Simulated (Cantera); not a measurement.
A perfectly stirred reactor is fed with C3H8 : O2 : N2 = 1 : 4.55 : 17.1 (molar parts), equivalence ratio 1.1, at 15.0 bar; it is adiabatic with a 525 K inlet, and is followed from long to short residence time, starting on the burning branch (τ in s: 0.16, 0.061, 0.023, 0.0086, 0.0032, 0.0012, 0.00045, 0.00017, 6.3e-05, 2.4e-05, 8.9e-06).

Cantera simulation using GRI-Mech 3.0 (53 species, 325 reactions); the numbers are that mechanism's predictions, not measurements. GRI-Mech 3.0 was tuned for natural gas; its chemistry of propane as a main component is partial and can be far from experiment. The pressure lies above the range GRI-Mech 3.0 was tuned for (to about 10 atm).

x: mole fraction; the columns are a selection and need not sum to one.

```csv
τ (s),T (K),x C3H8,x O2,x H2O,x CH2,x OH,x CO,x C2H
0.16,2440,1.23e-8,0.000450,0.156,1.37e-8,0.00164,0.0311,1.75e-9
0.061,2439,…,0.000481,0.156,…,0.00167,0.0311,…
0.023,2438,8.32e-8,0.000558,0.156,9.09e-8,0.00176,0.0312,1.13e-8
0.0086,2434,2.13e-7,0.000736,0.156,2.27e-7,0.00193,0.0314,2.73e-8
0.0032,2426,5.32e-7,0.00111,0.155,5.39e-7,0.00226,0.0320,6.10e-8
0.0012,2412,1.27e-6,0.00181,0.154,1.20e-6,0.00276,0.0330,1.26e-7
0.00045,2390,2.94e-6,0.00298,0.153,2.51e-6,0.00342,0.0348,2.43e-7
0.00017,2356,…,…,0.151,…,…,0.0374,…
6.3e-5,2307,1.54e-5,0.00777,0.148,1.01e-5,0.00486,0.0413,7.88e-7
2.4e-5,2237,3.77e-5,0.0125,0.145,1.99e-5,0.00511,0.0472,1.38e-6
8.9e-6,2067,0.000171,0.0273,0.139,4.42e-5,0.00312,0.0616,2.55e-6
```

Problem. Complete the blanks.

Solution. 
- 0.061, x C3H8: 3.20e-8
- 0.061, x CH2: 3.54e-8
- 0.061, x C2H: 4.49e-9
- 0.00017, x C3H8: 6.63e-6
- 0.00017, x O2: 0.00484
- 0.00017, x CH2: 5.05e-6
- 0.00017, x OH: 0.00416
- 0.00017, x C2H: 4.43e-7
